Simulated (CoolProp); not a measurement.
Vapour-liquid equilibrium of R22 (1) + R134a (2) at 0.0198 MPa; x and y are mole fractions of (1).

The numbers come from the multi-fluid Helmholtz-energy mixture model, Kamei 1995 and Tillner-Roth 1994; pair parameters Bell 2016 in CoolProp.

```csv
x,bubble temperature (K),y at the bubble point,dew temperature at overall composition x (K),liquid density (mol/L)
0.05,215.2,___,216.1,14.50
0.125,213.4,0.281,215.2,14.70
0.2,211.9,0.401,214.4,14.90
0.275,210.5,0.499,213.5,15.11
0.35,209.4,0.580,___,15.31
0.425,208.3,0.649,211.6,15.52
0.5,207.4,___,210.5,15.73
0.575,206.5,___,209.4,15.95
0.65,205.8,0.811,208.3,___
0.725,205.0,0.856,___,16.39
0.8,204.3,0.897,205.9,16.62
0.875,203.7,0.937,204.7,16.85
0.95,203.0,0.975,___,17.10
```

What belongs in the gaps?


- 0.05, y at the bubble point: 0.128
- 0.35, dew temperature at overall composition x (K): 212.5
- 0.5, y at the bubble point: 0.709
- 0.575, y at the bubble point: 0.762
- 0.65, liquid density (mol/L): 16.16
- 0.725, dew temperature at overall composition x (K): 207.1
- 0.95, dew temperature at overall composition x (K): 203.5

No azeotrope shows between x = 0.05 and 0.95.

Pair parameters are fitted to limited data, so mixtures are less certain than the pure fluids.
